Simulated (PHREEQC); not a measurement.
Consider water at 25 °C with 0.47 mol H2SO4, 0.0031 mol AlCl3 and 0.1 mol CuCl2 per kg of water. Closed to the air; pH follows from the charge balance.

All values are PHREEQC results (ion-association model, phreeqc.dat), not measurements.

The ionic strength comes out as 0.813 mol/kgw. What activity coefficients do Cl-, AlSO4+, Al(SO4)2-, Cu+2, H+ get?

Cl- 0.62, AlSO4+ 0.64, Al(SO4)2- 0.64, Cu+2 0.22, H+ 0.75.

Precipitation was switched off in this run. The ionic strength is past about 0.7 mol/kgw, beyond the range of this activity model, so the values are rough. Species that the database lacks are ignored.
